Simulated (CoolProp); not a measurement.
C3F8 (R218) at 331.57 K and 3.01 MPa is throttled through a valve to 0.268 MPa with no heat exchange. Each further row changes one setting.

The numbers come from the reference Helmholtz-energy equation of state, Lemmon 2006 in CoolProp. It is a short technical equation, of lower accuracy than the large ones.

```tsv
case	temperature change (K)	final phase	final density (kg/m³)
as stated	(withheld)	two-phase, vapour fraction 0.855	(withheld)
outlet pressure 0.0804 MPa	(withheld)	(withheld)	(withheld)
outlet pressure 0.348 MPa	-63.7	(withheld)	(withheld)
```

**Question.** Some entries are withheld; supply them.

**Answer.** 
- as stated, temperature change (K): -71.1
- as stated, final density (kg/m³): 30.2
- outlet pressure 0.0804 MPa, temperature change (K): -94.8
- outlet pressure 0.0804 MPa, final phase: gas
- outlet pressure 0.0804 MPa, final density (kg/m³): 8.01
- outlet pressure 0.348 MPa, final phase: two-phase, vapour fraction 0.802
- outlet pressure 0.348 MPa, final density (kg/m³): 41.5
